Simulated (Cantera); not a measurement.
An isothermal, constant-pressure homogeneous reactor starts with C3H8 : H2 = 1 : 2.4 (molar parts), at 1300 K and 0.000661 atm.

Model: GRI-Mech 3.0 (53 species, 325 reactions), integrated in Cantera. GRI-Mech 3.0 was tuned for natural gas; its chemistry of propane as a main component is partial and can be far from experiment. GRI-Mech 3.0 stops at C3 and has no aromatics, soot or wall deposition, so with more carbon than oxygen in the feed, carbon stays in small species such as C2H2 where larger ones or solid carbon would form. Radical loss at walls, strong at low pressure, is not modelled.

Problem. Predict: x(C3H8) at 5.00 s; x(H2) at 5.00 s; x(C2H6) at 5.00 s; x(C2H4) at 5.00 s; x(C2H2) at 5.00 s.

Solution. 
| Item | Result |
|---|---|
| x(C3H8) at 5.00 s | 2.16e-9 (gas-phase equilibrium <1e-12) |
| x(H2) at 5.00 s | 0.584 (gas-phase equilibrium 0.764) |
| x(C2H6) at 5.00 s | 2.00e-5 (gas-phase equilibrium 8.73e-9) |
| x(C2H4) at 5.00 s | 0.134 (gas-phase equilibrium 0.000339) |
| x(C2H2) at 5.00 s | 0.0776 (gas-phase equilibrium 0.234) |
